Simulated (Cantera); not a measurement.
## Equilibrium for iron carbonyl, mercury and lead vapours: PbO + CO + H2

Charge: 1 mol PbO, 4.5 mol CO, a varied amount of H2, at 998.15 K and 133 Pa.

Equilibrium computed with Cantera from the NASA thermochemical tables; the gas is ideal and each condensed phase is pure. Candidate condensed phases: C, C6H6, C7H8, C8H18, H2O, Pb, PbO, PbO2, Pb3O4; 113 gas species. Rates play no part.

From 1.4 mol H2 to 60 mol H2 the condensed part is Pb(l). At 84 mol H2 nothing is condensed. The main Pb-bearing gas is Pb throughout. The share of Pb in condensed phases is highest at 1.4 mol H2 (93.0 %) and lowest at 84 mol H2 (0.0 %).

| n(H2) (mol) | x H2 | x CO | x CO2 | x H2O | x Pb | x CH4 | x H | n Pb(l) |
|---|---|---|---|---|---|---|---|---|
| 1.4 | 0.203 | 0.617 | 0.136 | 0.0311 | 0.0117 | 1.18e-8 | 2.67e-8 | 0.930 |
| 1.9 | 0.257 | 0.577 | 0.118 | 0.0364 | 0.0117 | 1.90e-8 | 3.00e-8 | 0.925 |
| 2.7 | 0.329 | 0.522 | 0.0956 | 0.0417 | 0.0117 | 3.15e-8 | 3.39e-8 | 0.915 |
| 3.8 | 0.407 | 0.462 | 0.0740 | 0.0451 | 0.0117 | 4.88e-8 | 3.78e-8 | 0.902 |
| 5.4 | 0.493 | 0.396 | 0.0536 | 0.0462 | 0.0117 | 7.23e-8 | 4.15e-8 | 0.883 |
| 7.6 | 0.576 | 0.331 | 0.0370 | 0.0446 | 0.0117 | 9.99e-8 | 4.49e-8 | 0.857 |
| 11 | 0.661 | 0.264 | 0.0233 | 0.0404 | 0.0117 | 1.33e-7 | 4.81e-8 | 0.817 |
| 15 | 0.725 | 0.213 | 0.0151 | 0.0356 | 0.0117 | 1.61e-7 | 5.04e-8 | 0.770 |
| 21 | 0.784 | 0.165 | 0.00906 | 0.0297 | 0.0117 | 1.89e-7 | 5.24e-8 | 0.699 |
| 30 | 0.836 | 0.124 | 0.00506 | 0.0236 | 0.0117 | 2.16e-7 | 5.41e-8 | 0.593 |
| 42 | 0.874 | 0.0928 | 0.00283 | 0.0184 | 0.0117 | 2.37e-7 | 5.53e-8 | 0.451 |
| 60 | 0.906 | 0.0675 | 0.00149 | 0.0138 | 0.0117 | 2.55e-7 | 5.63e-8 | 0.239 |
| 84 | 0.928 | 0.0495 | 0.000800 | 0.0104 | 0.0112 | 2.69e-7 | 5.70e-8 | 0 |
x: gas mole fraction; n: condensed amount in mol.
